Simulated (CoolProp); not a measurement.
The numbers come from the reference Helmholtz-energy equation of state, Lemmon 2004 in CoolProp. It is a short technical equation, of lower accuracy than the large ones.

Task: For n-dodecane, give the phase and the density (kg/m³), Joule-Thomson coefficient (K/MPa), isothermal compressibility (1/MPa), expansivity (1/kK) at 435.7 K and 4890 kPa.

Result: 
- 435.7 K and 4890 kPa: liquid; density 649, Joule-Thomson coefficient -0.276, isothermal compressibility 0.00246, expansivity 1.18
